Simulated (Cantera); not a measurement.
What does this Cantera script print?

```python
import numpy as np
import cantera as ct

surf = ct.Interface("ptcombust.yaml", "Pt_surf")
gas = surf.adjacent["gas"]
gas.TPX = 300, 8700, {'CH4': 0.034, 'O2': 0.069, 'N2': 0.79}
jet = ct.ImpingingJet(gas=gas, width=0.069, surface=surf)
jet.inlet.mdot, jet.inlet.T, jet.inlet.X = 0.061, 300, {'CH4': 0.034, 'O2': 0.069, 'N2': 0.79}
jet.set_refine_criteria(ratio=10, slope=0.2, curve=0.3)
show, cover = ['CH4', 'O2', 'H2O', 'OH', 'CO', 'CO2'], ["PT(S)", "H(S)", "O(S)", "OH(S)", "CO(S)", "C(S)"]

rows = []
print(f"{'Ts/K':>7s}" + "".join(f"{s:>11s}" for s in show + cover) + "   (gas at the wall, coverages)")
for i, Ts in enumerate([900, 950, 1000, 1050, 1100]):
    jet.surface.T = Ts
    if i == 0:
        surf.TP = Ts, 8700
        surf.coverages = "PT(S):0.5, O(S):0.5"
        surf.advance_coverages(1.0)
        jet.set_initial_guess(products="inlet")
    jet.solve(loglevel=0, auto=(i == 0))
    rows.append([*(jet.X[gas.species_index(s), -1] for s in show), *surf[cover].coverages])
    print(f"{Ts:7g}" + "".join(f"{x:11.3e}" for x in rows[-1]))
```

Output:

```
   Ts/K        CH4         O2        H2O         OH         CO        CO2      PT(S)       H(S)       O(S)      OH(S)      CO(S)       C(S)   (gas at the wall, coverages)
    900  1.748e-02  3.348e-02  3.844e-02  3.444e-08  8.090e-06  2.533e-02  2.736e-01  1.581e-07  7.246e-01  1.713e-03  1.785e-05  6.348e-08
    950  1.093e-02  1.966e-02  5.047e-02  9.868e-08  7.640e-06  3.337e-02  3.836e-01  4.352e-07  6.146e-01  1.746e-03  1.331e-05  6.370e-08
   1000  6.991e-03  1.138e-02  5.762e-02  2.426e-07  7.448e-06  3.818e-02  5.007e-01  9.995e-07  4.977e-01  1.596e-03  9.730e-06  6.081e-08
   1050  4.752e-03  6.686e-03  6.162e-02  5.212e-07  7.935e-06  4.089e-02  6.181e-01  2.052e-06  3.805e-01  1.357e-03  7.510e-06  5.976e-08
   1100  3.432e-03  3.936e-03  6.393e-02  9.830e-07  9.600e-06  4.246e-02  7.328e-01  3.998e-06  2.661e-01  1.081e-03  6.488e-06  6.430e-08
```

Detailed kinetics in Cantera: Deutschmann's 1995 Pt surface mechanism with GRI-Mech 3.0 gas chemistry. Catalytic surfaces can have several steady states; this one follows from the mechanism file's or the stated starting coverage.
